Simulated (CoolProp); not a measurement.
R1123 along the isotherm -37.25 °C: Z from the reference equation and from simpler models built on Tc = 58.6 °C, pc = 45.49 bar, ω = 0.243; each cubic takes its own stable root.

Model: reference Helmholtz-energy equation of state, Akasaka 2020, in CoolProp.

| p (bar) | phase | reference |
|---|---|---|
| 0.632 | gas | 0.9846 |
| 1.07 | gas | 0.9737 |
| 1.8 | gas | 0.9550 |
| 5.13 | liquid | 0.01693 |
| 8.66 | liquid | 0.02855 |
| 14.6 | liquid | 0.04807 |
| 24.7 | liquid | 0.08111 |
| 41.6 | liquid | 0.1360 |
| 70.2 | liquid | 0.2281 |
| 119 | liquid | 0.3826 |
| 200 | liquid | 0.6335 |

Q: How far does each simpler model (Redlich-Kwong, Soave-Redlich-Kwong) lie from the reference over these 11 states: mean and median of the absolute difference, and the worst?

A: 
- Redlich-Kwong: mean 9.7 %, median 12.6 %, worst +14.5 % at -37.25 °C and 5.13 bar
- Soave-Redlich-Kwong: mean 7.0 %, median 9.2 %, worst +10.2 % at -37.25 °C and 5.13 bar
